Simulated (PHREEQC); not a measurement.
Dissolve 0.15 mol HF, 0.0092 mol KF, 2.9e-07 mol H4SiO4 and 4.8e-05 mol HCl per kg of water at 25 °C. Closed to the air; pH follows from the charge balance.

Equilibrium calculation in PHREEQC: ion-association model, phreeqc.dat.

Each row changes one thing in this solution. Precipitation was switched off in this run.

```csv
case,pH,ionic strength (mol/kgw),F- (mol/kgw),HF2- (mol/kgw),SI of Sylvite (KCl),SI of Quartz (SiO2)
as made,2.08,0.0186,0.0123,0.00632,-7.37,-12.84
temperature from 25 to 45 °C,___,0.0168,0.0106,0.00617,-7.47,-11.61
H4SiO4 from 2.9e-07 to 2.61e-07 mol/kgw,2.08,0.0186,0.0123,0.00632,-7.37,-12.89
HCl from 4.8e-05 to 2.4e-05 mol/kgw,2.08,0.0186,0.0123,0.00633,-7.68,-12.84
temperature from 25 to 75 °C,2.34,0.0143,0.00886,0.00537,-7.59,-9.84
temperature from 25 to 30 °C,2.10,0.0182,0.0118,0.00633,-7.40,___
```

Question: What belongs in the gaps?

Answer: 
- temperature from 25 to 45 °C, pH: 2.17
- temperature from 25 to 30 °C, SI of Quartz (SiO2): -12.53

Constants without temperature data keep their 25 °C values here. SiF6-2 is the database's only silicon fluoride.
